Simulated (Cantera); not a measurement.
Gas activation for diamond growth

An isothermal, constant-pressure homogeneous reactor starts with 0.238 % CH₄, 99.2 % H₂, 0.546 % O₂, at 2248 K and 0.00987 atm.

Cantera simulation using GRI-Mech 3.0 (53 species, 325 reactions); the numbers are that mechanism's predictions, not measurements. Radical loss at walls, strong at low pressure, is not modelled.

```csv
t (s),x CH₄,x H₂,x O₂,x H,x CO₂
6.00e-5,0.00238,0.992,0.00545,3.69e-5,1.55e-11
0.000243,0.00237,0.992,0.00541,0.000225,4.86e-10
0.000981,0.00229,0.989,0.00472,0.00198,5.47e-8
0.00396,0.00185,0.975,4.69e-5,0.0121,1.35e-6
0.0160,0.00142,0.972,1.27e-9,0.0154,1.63e-7
0.0648,0.000460,0.966,2.50e-9,0.0220,7.36e-7
0.262,8.42e-5,0.958,4.05e-9,0.0305,2.33e-6
1.06,6.30e-7,0.943,7.56e-9,0.0462,3.75e-6
4.28,<1e-12,0.921,1.70e-8,0.0681,3.74e-6
17.3,<1e-12,0.919,1.86e-8,0.0709,3.74e-6
70.0,<1e-12,0.919,1.86e-8,0.0709,3.74e-6
```
x: mole fraction; the columns are a selection and need not sum to one.

Equilibrium at this temperature and pressure: CH₄ <1e-12, H₂ 0.919, O₂ 1.86e-8, H 0.0709, CO₂ 3.74e-6 (gas phase only).
